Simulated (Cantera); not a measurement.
What does this Cantera script print?

```python
import numpy as np
import cantera as ct

gas = ct.Solution("gri30.yaml")
gas.TPX = 1200, 950000, {'CH4': 1, 'H2': 0.051, 'O2': 2.3, 'N2': 8.65, 'H2O': 0.052}
reactor = ct.IdealGasConstPressureReactor(gas, energy="on", clone=False)
net = ct.ReactorNet([reactor])
net.rtol, net.atol = 1e-08, 1e-16
show = ['CH4', 'H2', 'O2', 'CH3', 'C2H', 'H2O', 'CH2CO']
times = np.geomspace(1e-06, 2, 13)

steps = ct.SolutionArray(gas, extra=["t"])
rows = []
print(f"{'t/s':>10s}{'T/K':>9s}{'P/Pa':>11s}" + "".join(f"{s:>11s}" for s in show))
for t in times:
    while net.time < t:
        t_next = net.step()
        steps.append(gas.state, t=t_next)
    rows.append([np.interp(t, steps.t, y) for y in (steps.T, steps.P, *steps(*show).X.T)])
    print(f"{t:10.3e}{rows[-1][0]:9.1f}{rows[-1][1]:11.4g}" + "".join(f"{x:11.3e}" for x in rows[-1][2:]))
rate = np.gradient(steps.T, steps.t)
print("integrator steps:", len(steps.t))
if steps.T.max() > steps.T[0] + 200:
    print(f"time of steepest temperature rise: {steps.t[rate.argmax()]:.4e} s")
gas.TPX = 1200, 950000, {'CH4': 1, 'H2': 0.051, 'O2': 2.3, 'N2': 8.65, 'H2O': 0.052}
gas.equilibrate("HP")
print(f"equilibrium (HP): T = {gas.T:.1f} K  " + "  ".join(f"{s} {gas[s].X[0]:.3e}" for s in show))
```

It prints:

```
       t/s      T/K       P/Pa        CH4         H2         O2        CH3        C2H        H2O      CH2CO
 1.000e-06   1200.0    9.5e+05  8.297e-02  4.231e-03  1.908e-01  7.425e-09  6.501e-37  4.314e-03  8.231e-26
 3.350e-06   1200.0    9.5e+05  8.297e-02  4.231e-03  1.908e-01  2.531e-08  2.897e-34  4.314e-03  6.848e-23
 1.122e-05   1200.0    9.5e+05  8.297e-02  4.231e-03  1.908e-01  8.836e-08  1.469e-31  4.314e-03  4.023e-20
 3.761e-05   1200.0    9.5e+05  8.297e-02  4.231e-03  1.908e-01  3.471e-07  1.270e-28  4.314e-03  2.579e-17
 1.260e-04   1200.0    9.5e+05  8.296e-02  4.230e-03  1.908e-01  2.065e-06  6.120e-25  4.317e-03  4.182e-14
 4.221e-04   1200.5    9.5e+05  8.287e-02  4.214e-03  1.907e-01  1.180e-05  2.231e-20  4.407e-03  2.261e-10
 1.414e-03   1208.2    9.5e+05  8.166e-02  4.165e-03  1.898e-01  2.289e-05  3.946e-17  5.584e-03  9.895e-08
 4.738e-03   2677.6    9.5e+05  9.761e-16  4.583e-03  2.358e-02  4.210e-15  7.274e-21  1.623e-01  1.128e-17
 1.587e-02   2676.7    9.5e+05  9.817e-16  4.589e-03  2.337e-02  4.219e-15  7.248e-21  1.623e-01  1.130e-17
 5.318e-02   2676.7    9.5e+05  9.817e-16  4.589e-03  2.337e-02  4.219e-15  7.248e-21  1.623e-01  1.130e-17
 1.782e-01   2676.7    9.5e+05  9.817e-16  4.589e-03  2.337e-02  4.219e-15  7.248e-21  1.623e-01  1.130e-17
 5.970e-01   2676.7    9.5e+05  9.817e-16  4.589e-03  2.337e-02  4.219e-15  7.248e-21  1.623e-01  1.130e-17
 2.000e+00   2676.7    9.5e+05  9.817e-16  4.589e-03  2.337e-02  4.219e-15  7.248e-21  1.623e-01  1.130e-17
integrator steps: 2256
time of steepest temperature rise: 2.4869e-03 s
equilibrium (HP): T = 2676.7 K  CH4 1.283e-15  H2 4.589e-03  O2 2.337e-02  CH3 5.513e-15  C2H 7.901e-21  H2O 1.623e-01  CH2CO 1.309e-17
```

Detailed kinetics in Cantera: GRI-Mech 3.0 (53 species, 325 reactions).
